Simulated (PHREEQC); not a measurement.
Consider water at 75 °C with 3.45 mmol/kgw H2SeO4. Closed to the air; pH follows from the charge balance.

All values are PHREEQC results (ion-association model, wateq4f.dat), not measurements.

```yaml
pH: 2.29
ionic_strength: 0.00785 mol/kgw
total_alkalinity: -6.90 meq/kg
```

```
species  molality  activity   log γ
-------  --------  --------  ------
H+        0.00565   0.00516  -0.039
SeO4-2    0.00220   0.00146  -0.178
HSeO4-    0.00125   0.00113  -0.045
```

No solid was allowed to form. Away from 25 °C the constants follow the database's enthalpies or fits; those with neither stay at their 25 °C values.
